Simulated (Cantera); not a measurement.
Input: 1 mol C3H6, 3.6 mol H2, 35 mol N2, at 7.00 mbar.

Cantera equilibrium calculation (NASA polynomials, part measured and part estimated; ideal gas, pure solids and liquids). Candidate condensed phases: C, C6H6, C7H8, C8H18; 92 gas species. The numbers say what is thermodynamically allowed, not how fast it happens.

Question: What share of the C ends up in condensed phases as a function of T (K), at 625, 825, 1025, 1225, 1425, 1625, 1825, 2025, 2225, 2425?

Answer: 
```tsv
T (K)	C condensed (%)	as
625	90.1	C(graphite)
825	99.8	C(graphite)
1025	100.0	C(graphite)
1225	99.9	C(graphite)
1425	99.7	C(graphite)
1625	98.7	C(graphite)
1825	96.3	C(graphite)
2025	91.1	C(graphite)
2225	82.1	C(graphite)
2425	69.1	C(graphite)
```
